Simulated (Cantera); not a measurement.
Feed: 1 mol trisilylamine, 0.23 mol N2, held at 2050 K.

Equilibrium computed with Cantera from the NASA thermochemical tables; the gas is ideal and each condensed phase is pure. Candidate condensed phases: Si, Si3N4; 18 gas species. The feed counts by its element totals alone. The tables' values for SiN are old estimates; treat these amounts as uncertain. Gases not in the tables: Si2H6 and higher silanes. Rates play no part.

Problem. At 5.00 Pa, list the 6 most abundant gas species with their mole fractions, and the condensed phases.

Solution. H2 0.392, Si 0.326, H 0.201, N2 0.0798, SiH 0.000872, Si2 0.000800. Condensed: gas only.
